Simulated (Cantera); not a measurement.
A closed system holds: 1 mol C3H8, 0.021 mol CO2, at 0.320 bar.

Method: chemical equilibrium by Gibbs-energy minimisation in Cantera with the NASA 1993 tables (ideal gas, pure condensed phases). Candidate condensed phases: C, C6H6, C7H8, C8H18, H2O; 110 gas species. Kinetics and transport are ignored. All values below are at 1425 K.

Base state: H2 0.988, CO 0.0104, CH4 0.00118, H 1.20e-5 (mole fractions); condensed: C(graphite).

### Question
What changes in the equilibrium state with this change: CO2 from 0.021 to 0.2 mol?

### Answer
```tsv
species	before	after
H2	0.988	0.908
CO	0.0104	0.0909
CH4	0.00118	0.000994
H2O	9.99e-6	8.02e-5
H	1.20e-5	1.15e-5
C(graphite), mol	2.97	2.80
```

### Question
What changes in the equilibrium state with this change: CO2 from 0.021 to 0.17 mol?

### Answer
```
species            before    after
----------------  -------  -------
H2                  0.988    0.921
CO                 0.0104   0.0784
CH4               0.00118  0.00102
H2O               9.99e-6  7.01e-5
H                 1.20e-5  1.16e-5
C(graphite), mol     2.97     2.83
```
